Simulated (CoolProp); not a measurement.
Vapour-liquid equilibrium of carbon dioxide (1) + isobutane (2) at 0.676 MPa; x and y are mole fractions of (1).

Model: multi-fluid Helmholtz-energy mixture model, Span 1996 and Bücker 2006; pair parameters Kunz 2012, in CoolProp.

Task: Give the bubble temperature and the first vapour's composition at x = 0.2, 0.35, 0.5. Is there an azeotrope?

Result: x = 0.2: -18.7 °C, y = 0.891; x = 0.35: -34.3 °C, y = 0.951; x = 0.5: -40.8 °C, y = 0.969. No azeotrope shows between x = 0.05 and 0.95.

The pair parameters rest on a limited set of measurements; away from them the model extrapolates. With so large a gap from Raoult's law the liquid may split in two, which this calculation doesn't test in full.
